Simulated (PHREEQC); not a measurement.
Model water analysis in mg/L, 6.5 °C, pH 6.25, pe 11.5: Na 14.9; K 12.5; Ca 49; Mg 3.88; Cl 6.98; S(6) as SO4 58.1; Alkalinity as HCO3 142; Br 1.97; Cu(2) 0.432.

Valence states are taken as typed.

Computed with PHREEQC (ion-association model, wateq4f.dat).

This is a speciation only: nothing precipitates in the calculation.

Q: Predict the charge-balance error.

A: charge-balance error -0.2 %.

Q: In which forms is Mg present?

A: Mg+2 94 %, MgSO4 4.0 %, MgHCO3+ 1.8 % of the Mg.

Away from 25 °C the constants follow the database's enthalpies or fits; those with neither stay at their 25 °C values.
